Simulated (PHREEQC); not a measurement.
A solution holds 0.015 mol K2CO3 and 0.009 mol K2SO4 per kg of water, at 20 °C. Closed to the air; pH follows from the charge balance.

Model: ion-association model, wateq4f.dat, run in PHREEQC.

Problem. The ionic strength comes out as 0.0688 mol/kgw. What activity coefficients do OH-, SO4-2, K+, HCO3-, KSO4- get?

Solution. OH- 0.79, SO4-2 0.42, K+ 0.79, HCO3- 0.81, KSO4- 0.81.

Precipitation was switched off in this run.
